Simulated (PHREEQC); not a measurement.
Dissolve 0.0026 mol/kgw HF and 0.0064 mol/kgw NH4HF2 at 25 °C. Closed to the air; pH follows from the charge balance.

Model: ion-association model, phreeqc.dat, run in PHREEQC.

```
quantity                    before     after
------------------------  --------  --------
pH                            3.09      3.22
ionic strength (mol/kgw)   0.00729   0.00705
HF (mol/kgw)               0.00790   0.00811
F- (mol/kgw)               0.00707   0.00681
HF2- (mol/kgw)            0.000214  0.000237
```

Problem. Name the change that produced these shifts.
A. HF left out
B. temperature from 25 to 45 °C
C. NH4HF2 left out
D. 0.00052 mol/kgw LiCl added
E. NH4HF2 from 0.0064 to 0.0128 mol/kgw

Solution. B, temperature from 25 to 45 °C

No solid was allowed to form. Constants without temperature data keep their 25 °C values here.
